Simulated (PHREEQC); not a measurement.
Make-up at 20 °C: 26 mmol/kgw HF, 3.8 mmol/kgw NH4F, 32 mmol/kgw H2SiF6 and 2.2 mmol/kgw H2SO4. Closed to the air; pH follows from the charge balance.

Model: ion-association model, wateq4f.dat, run in PHREEQC.

The pH is 1.28, the ionic strength is 0.100 mol/kgw and the total alkalinity comes out as -222 meq/kg.

| species | molality | activity | log γ |
|---|---|---|---|
| H+ | 0.0636 | 0.0526 | -0.083 |
| SiF6-2 | 0.0320 | 0.0121 | -0.421 |
| HF | 0.0252 | 0.0258 | 0.010 |
| NH4+ | 0.00379 | 0.00297 | -0.106 |
| H2F2 | 0.00202 | 0.00207 | 0.010 |
| HSO4- | 0.00151 | 0.00117 | -0.109 |
| SO4-2 | 0.000680 | 0.000255 | -0.425 |
| F- | 0.000469 | 0.000358 | -0.117 |
| HF2- | 4.45e-5 | 3.39e-5 | -0.117 |
| NH4SO4- | 1.24e-5 | 9.75e-6 | -0.105 |
| H4SiO4 | 3.05e-7 | 3.12e-7 | 0.010 |

Precipitation was switched off in this run. Species that the database lacks are ignored. SiF6-2 is the database's only silicon fluoride.
